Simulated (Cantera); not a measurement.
Input: 1 mol CCl₄, 0.079 mol H₂, equilibrated at 973 K and 1.00 bar.

Method: chemical equilibrium by Gibbs-energy minimisation in Cantera with the NASA 1993 tables (ideal gas, pure condensed phases). Candidate condensed phases: C, C₆H₆, C₇H₈, C₈H₁₈; 91 gas species. Gases not in the tables: chlorinated aromatics. Equilibrium is a limit: real reactors are often held back by kinetics, nucleation or transport.

Q: What is the equilibrium state?

A: 
```json
{
  "x(Cl₂)": "0.915",
  "x(HCl)": "0.0766",
  "x(CCl₄)": "0.00773",
  "x(Cl)": "0.000245",
  "x(C₂Cl₄)": "5.55e-6",
  "n(C(graphite))": "0.984 mol",
  "gas_amount": "2.063 mol"
}
```
